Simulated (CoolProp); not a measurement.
Vapour-liquid equilibrium of R13 (1) + R11 (2) at 0.0271 MPa; x and y are mole fractions of (1).

The numbers come from the multi-fluid Helmholtz-energy mixture model, Platzer 1990 and Jacobsen 1992; pair parameters Bell 2016 in CoolProp. This equation is an older, rougher fit; its heat capacities, sound speeds and derivatives of the liquid may be far off and weren't checked against measurements.

Task: Give the bubble temperature and the first vapour's composition at x = 0.05, 0.575, 0.95. Is there an azeotrope?

Result: x = 0.05: -61.3 °C, y = 0.958; x = 0.575: -98.0 °C, y = 0.999; x = 0.95: -102.3 °C, y = 1.000. No azeotrope shows between x = 0.05 and 0.95.

Pair parameters are fitted to limited data, so mixtures are less certain than the pure fluids. With so large a gap from Raoult's law the liquid may split in two, which this calculation doesn't test in full.
